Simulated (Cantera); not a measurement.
SiH₄ + N₂ + H₂ (silicon nitride deposition)

Input: 1 mol SiH₄, 4.7 mol N₂, 17 mol H₂, held at 1975 K.

Method: chemical equilibrium by Gibbs-energy minimisation in Cantera with the NASA 1993 tables (ideal gas, pure condensed phases). Candidate condensed phases: Si, Si₃N₄; 18 gas species. The tables' values for SiN are old estimates; treat these amounts as uncertain. Gases not in the tables: Si₂H₆ and higher silanes. Equilibrium is a limit: real reactors are often held back by kinetics, nucleation or transport.

```tsv
P (Pa)	log p H₂	log p N₂	log p H	log p Si	log p SiH	log p Si₂	n Si(l)	n Si₃N₄(s)
5	-4.50	-5.06	-5.11	-5.73	-8.12	-8.98	0	0
36	-3.59	-4.18	-4.66	-4.86	-6.80	-7.24	0	0
260	-2.70	-3.30	-4.21	-4.49	-5.98	-6.50	0.672	0
1900	-1.82	-2.43	-3.78	-4.49	-5.54	-6.50	0.951	0
14000	-0.95	-1.56	-3.34	-4.49	-5.11	-6.50	0.990	0
100000	-0.08	-0.76	-2.91	-4.60	-4.79	-6.73	0	0.332
```
log p: log10 of the partial pressure in bar; n: condensed amount in mol.

From 0.0375 Torr to 0.270 Torr nothing is condensed. From 1.95 Torr to 105 Torr the condensed part is Si(l). At 750 Torr the condensed part is Si₃N₄(s). The main Si-bearing gas is Si at 0.0375 Torr and SiH₂ at 750 Torr.
